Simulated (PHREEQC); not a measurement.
HCl is added in steps, without added water, to 1 kg of water holding 0.0035 mol/kgw KH2PO4, 0.0098 mol/kgw NH3 and 0.036 mol/kgw NaCl, at 25 °C. Oxygen is held at 0.21 atm. The system is closed to CO2. Precipitation was switched off in this run.

Base run: PHREEQC, ion-association model, phreeqc.dat. Each further column changes one thing. The table gives H3PO4 (mol/kgw).

```tsv
HCl added (mol)	base	temperature from 25 to 30 °C	temperature from 25 to 10 °C	KH2PO4 from 0.0035 to 0.00035 mol/kgw	solids may form
0	2.50e-13	5.10e-13	2.51e-14	0	2.50e-13
0.003125	3.22e-12	6.50e-12	3.27e-13	2.60e-14	3.22e-12
0.00625	4.42e-10	6.71e-10	1.12e-10	3.42e-13	4.42e-10
0.009375	3.12e-7	3.43e-7	2.32e-7	2.64e-10	3.12e-7
0.0125	0.000616	0.000640	0.000545	7.47e-5	0.000616
0.01562	0.00113	0.00117	0.00102	0.000129	0.00113
0.01875	0.00150	0.00155	0.00137	0.000165	0.00150
0.02187	0.00178	0.00183	0.00164	0.000191	0.00178
0.025	0.00199	0.00204	0.00185	0.000210	0.00199
```

 Constants without temperature data keep their 25 °C values here. Solids allowed in the column 'solids may form': Halite, Sylvite.
